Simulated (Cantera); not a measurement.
A freely propagating, adiabatic, planar premixed flame of 15.5 % H₂, 14.9 % O₂, 55.9 % N₂, 13.8 % H₂O, equivalence ratio 0.52, unburnt at 423 K and 13300 Pa; mixture-averaged transport, grid criteria slope 0.08 and curve 0.16, no radiation.

Computed with Cantera and the H2/O2 subset of GRI-Mech 3.0, which has no nitrogen chemistry. Burning velocities carry a grid error of a few per cent, more on coarse grids. Lean hydrogen flames are cellular in practice and burn faster than this planar one.

Predict: laminar burning velocity; thermal thickness; peak x(H₂O₂); peak x(O); peak x(HO₂).


| Property | Result |
|---|---|
| laminar burning velocity | 98.1 cm/s |
| thermal thickness | 4.52 mm |
| peak x(H₂O₂) | 2.42e-5 |
| peak x(O) | 0.00427 |
| peak x(HO₂) | 0.000128 |
